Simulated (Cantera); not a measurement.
# Cu2O + CO (carbothermic reduction)

A closed system holds: 1 mol Cu2O, 14 mol CO, held at 1302 °C and 3.50 mbar.

Equilibrium computed with Cantera from the NASA thermochemical tables; the gas is ideal and each condensed phase is pure. Candidate condensed phases: C, Cu, CuO, Cu2O; 15 gas species. Equilibrium is a limit: real reactors are often held back by kinetics, nucleation or transport.

| Property | Result |
|---|---|
| x(CO) | 0.921 |
| x(CO2) | 0.0709 |
| x(Cu) | 0.00781 |
| x(Cu2) | 4.85e-6 |
| n(Cu(l)) | 1.89 mol |
| gas amount | 14.11 mol |
| log10 activity of C(graphite) (absent) | -4.83 |
